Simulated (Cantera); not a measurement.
Input: 1 mol Pb, a varied amount of H2S, 2.8 mol H2, at 1425 °C and 1.00 bar.

Equilibrium computed with Cantera from the NASA thermochemical tables; the gas is ideal and each condensed phase is pure. Candidate condensed phases: Pb, PbS, S; 10 gas species. Kinetics and transport are ignored.

Question: Which condensed phases are stable at each of these points (n(H2S) (mol)): 0.028, 0.039, 0.055, 0.077, 0.11, 0.15, 0.21, 0.29, 0.41, 0.57, 0.79?

Answer: 
| n(H2S) (mol) | condensed phases | Pb condensed (%) |
|---|---|---|
| 0.028 | Pb(l) | 54.0 |
| 0.039 | Pb(l) | 52.8 |
| 0.055 | Pb(l) | 50.9 |
| 0.077 | Pb(l) | 48.4 |
| 0.11 | Pb(l) | 44.5 |
| 0.15 | Pb(l) | 39.9 |
| 0.21 | Pb(l) | 32.9 |
| 0.29 | Pb(l) | 23.5 |
| 0.41 | Pb(l) | 9.3 |
| 0.57 | gas only | 0.0 |
| 0.79 | gas only | 0.0 |

From 0.028 mol H2S to 0.41 mol H2S the condensed part is Pb(l). From 0.57 mol H2S to 0.79 mol H2S nothing is condensed.
